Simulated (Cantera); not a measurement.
A freely propagating, adiabatic, planar premixed flame of CH4 : CO : O2 : N2 = 1 : 0.068 : 1.56 : 5.79 (molar parts), unburnt at 523 K and 1.30 bar; mixture-averaged transport, grid criteria slope 0.08 and curve 0.16, no radiation.

Model: GRI-Mech 3.0 (53 species, 325 reactions), integrated in Cantera. Burning velocities carry a grid error of a few per cent, more on coarse grids.

x: mole fraction of selected species; z is measured from the peak of heat release.

```csv
z (mm),T (K),u (m/s),x CH4,x CO,x O2,x OH,x C2H4,x HCN
-1.00,523,0.715,0.118,0.00807,0.185,<1e-8,5.26e-8,<1e-8
-0.667,527,0.723,0.118,0.00810,0.184,<1e-8,[?],<1e-8
-0.500,542,0.747,0.116,0.00838,0.182,1.20e-8,6.02e-6,4.56e-8
-0.334,646,0.900,0.108,0.0112,0.174,5.61e-7,7.37e-5,5.56e-7
-0.167,[?],1.60,[?],[?],[?],[?],[?],[?]
-0.0834,1532,2.21,0.0387,0.0508,0.0864,0.000216,0.00132,1.21e-5
0,1890,2.75,0.0101,0.0718,0.0394,0.00129,0.000776,2.37e-5
0.0834,2053,2.99,0.00117,0.0771,0.0134,0.00320,7.15e-5,3.01e-5
0.167,2098,3.05,9.31e-5,0.0730,0.00464,0.00423,1.79e-6,2.25e-5
0.334,2123,3.07,7.66e-7,0.0672,0.00141,0.00434,<1e-8,8.77e-6
0.667,2147,3.10,<1e-8,0.0653,0.000826,0.00378,<1e-8,1.71e-6
1.33,2174,3.14,<1e-8,0.0653,0.000485,0.00298,<1e-8,1.55e-7
2.67,2198,3.17,<1e-8,0.0655,0.000228,0.00209,<1e-8,<1e-8
```

Complete the blanks.


- -0.667, x C2H4: 9.14e-7
- -0.167, T (K): 1122
- -0.167, x CH4: 0.0720
- -0.167, x CO: 0.0296
- -0.167, x O2: 0.131
- -0.167, x OH: 2.24e-5
- -0.167, x C2H4: 0.000699
- -0.167, x HCN: 5.28e-6
